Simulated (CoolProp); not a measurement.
Vapour-liquid equilibrium of propane (1) + R227EA (2) at 323.4 K; x and y are mole fractions of (1).

Values from CoolProp's multi-fluid Helmholtz-energy mixture model, Lemmon 2009 and Lemmon 2016; pair parameters Bell 2016.

### Question
Give the bubble pressure and the first vapour's composition at x = 0.05, 0.35, 0.95. Is there an azeotrope?

### Answer
x = 0.05: 1.051 MPa, y = 0.135; x = 0.35: 1.590 MPa, y = 0.516; x = 0.95: 1.777 MPa, y = 0.933. y crosses x between x = 0.65 and 0.8: the model has an azeotrope there.

The pair parameters rest on a limited set of measurements; away from them the model extrapolates.
